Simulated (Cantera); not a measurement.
Input: 1 mol (CH3)2SiCl2, a varied amount of H2, equilibrated at 1850 °C and 10.0 mbar.

Equilibrium computed with Cantera from the NASA thermochemical tables; the gas is ideal and each condensed phase is pure. Candidate condensed phases: C, C6H6, C7H8, C8H18, Si, SiC; 109 gas species. The feed counts by its element totals alone. Equilibrium is a limit: real reactors are often held back by kinetics, nucleation or transport.

At 1000 mol H2, list the 6 most abundant gas species with their mole fractions, and the condensed phases.

H2 0.961, H 0.0352, HCl 0.00190, C2H2 (acetylene) 0.000930, Si 0.000850, Cl 5.10e-5. Condensed: gas only.
